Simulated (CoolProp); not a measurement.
Dodecamethylpentasiloxane (MD3M) along the isotherm 346.85 °C: density (kg/m³) from the reference equation and from simpler models built on Tc = 354.9 °C, pc = 9.540 bar, ω = 0.730; each cubic takes its own stable root.

The numbers come from the reference Helmholtz-energy equation of state, Thol 2019 in CoolProp.

| p (bar) | phase | reference |
|---|---|---|
| 1.7 | gas | 13.68 |
| 3.41 | gas | 30.06 |
| 5.11 | gas | 50.60 |
| 6.81 | gas | 79.81 |
| 10.2 | liquid | 439.3 |
| 11.9 | liquid | 456.7 |
| 13.6 | liquid | 468.9 |
| 15.3 | liquid | 478.5 |
| 17 | liquid | 486.5 |
| 18.7 | liquid | 493.3 |
| 20.4 | liquid | 499.4 |
| 22.1 | liquid | 504.8 |
| 23.8 | liquid | 509.8 |

Q: How far does each simpler model (van der Waals, Redlich-Kwong, Soave-Redlich-Kwong, Peng-Robinson) lie from the reference over these 13 states: mean and median of the absolute difference, and the worst?

A: 
- van der Waals: mean 25.2 %, median 32.3 %, worst -38.6 % at 346.85 °C and 10.2 bar
- Redlich-Kwong: mean 13.4 %, median 15.6 %, worst -25.0 % at 346.85 °C and 10.2 bar
- Soave-Redlich-Kwong: mean 12.0 %, median 14.3 %, worst -21.2 % at 346.85 °C and 10.2 bar
- Peng-Robinson: mean 4.8 %, median 4.5 %, worst -12.3 % at 346.85 °C and 10.2 bar
